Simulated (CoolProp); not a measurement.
Properties of R410A along the isotherm 205 K.

Computed with CoolProp (reference Helmholtz-energy equation of state, Lemmon 2003). It is a pseudo-pure fit of the blend.

| p (MPa) | phase | viscosity (µPa s) | fugacity coefficient |
|---|---|---|---|
| 0.155 | liquid | 368 | 0.2518 |
| 0.294 | liquid | 368 | ? |
| 0.557 | liquid | ? | ? |
| 1.06 | liquid | ? | ? |
| 2 | liquid | ? | ? |

Task: Some entries are withheld; supply them.

Result: 
- 0.294, fugacity coefficient: 0.1333
- 0.557, viscosity (µPa s): 369
- 0.557, fugacity coefficient: 0.07092
- 1.06, viscosity (µPa s): 370
- 1.06, fugacity coefficient: 0.03784
- 2, viscosity (µPa s): 373
- 2, fugacity coefficient: 0.02064

Viscosity comes from a separate model (Geller 2000).
